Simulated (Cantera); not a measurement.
A Cantera script and what it prints.

```python
import numpy as np
import cantera as ct

gas_names = """
    CL CL2 H HCL H2 Si SiCL SiCL2 SiCL3 SiCL4 SiH SiHCL3 SiH2 SiH2CL2 SiH3 SiH3CL SiH4 Si2 Si3
""".split()
cond_names = """
    Si(cr) Si(L)
""".split()


def load(file, names, dense=False):
    # The tables refer to 1 bar. Condensed volumes are neglected.
    table = {s.name: s for s in ct.Species.list_from_file(file)}
    out = []
    for n in names:
        d = dict(table[n].input_data)
        d["thermo"] = dict(d["thermo"], **{"reference-pressure": 1e5})
        if dense:
            d["equation-of-state"] = {"model": "constant-volume", "density": "1e6 g/cm^3"}
        out.append(ct.Species.from_dict(d))
    return out


gas = ct.Solution(thermo="ideal-gas", species=load("nasa_gas.yaml", gas_names))
cond = {s.name: ct.Solution(thermo="fixed-stoichiometry", species=[s], name=s.name)
        for s in load("nasa_condensed.yaml", cond_names, dense=True)}
atoms = {
    'SiHCl3': {'Si': 1, 'H': 1, 'CL': 3},
    'HCl': {'H': 1, 'CL': 1},
    'H2': {'H': 2},
}
top_T = {}  # K; cautious upper limits of use, not melting points


def equilibrate(T, P, feed):
    n = {}
    for name, mol in feed.items():
        for a, k in atoms[name].items():
            n[a] = n.get(a, 0.0) + k * mol
    gas.TPX = T, P, n
    mass = sum(n.values()) * gas.mean_molecular_weight
    gas.equilibrate("TP")
    valid = [c for c in cond.values() if c.min_temp <= T <= top_T.get(c.name, c.max_temp)]
    mix = ct.Mixture([(gas, mass / gas.mean_molecular_weight)] + [(c, 0.0) for c in valid])
    mix.T, mix.P = T, P
    mix.equilibrate("TP", solver="vcs", rtol=1e-11, max_steps=5000)
    return mix


results = []
feed = {'SiHCl3': 1, 'HCl': 0.68, 'H2': 3}  # mol
T = 1773.15  # K
P = 10000  # Pa
mix = equilibrate(T, P, feed)
results.append((T, P, feed, dict(zip(mix.species_names, mix.species_moles))))
x = sorted(zip(gas.X, gas.species_names), reverse=True)
print(f"T = {T:g} K  P = {P:g} Pa  gas = {mix.phase_moles(0):.4g} mol")
print("   x: " + "  ".join(f"{s} {v:.3e}" for v, s in x if v > 1e-05))
print("   condensed (mol): " + ("  ".join(f"{mix.phase(i).name} {mix.phase_moles(i):.4g}"
      for i in range(1, mix.n_phases) if mix.phase_moles(i) > 1e-12) or "none"))
```

Result:

```
T = 1773.15 K  P = 10000 Pa  gas = 5.64 mol
   x: H2 5.387e-01  HCL 2.831e-01  SiCL2 1.639e-01  SiCL3 1.137e-02  SiCL4 1.340e-03  H 6.611e-04  SiHCL3 5.985e-04  CL 2.670e-04  SiCL 9.085e-05  SiH2CL2 4.795e-05
   condensed (mol): none
```

Method: chemical equilibrium by Gibbs-energy minimisation in Cantera with the NASA 1993 tables (ideal gas, pure condensed phases). The tables' values for SiCl3, SiCl are old estimates; treat these amounts as uncertain.
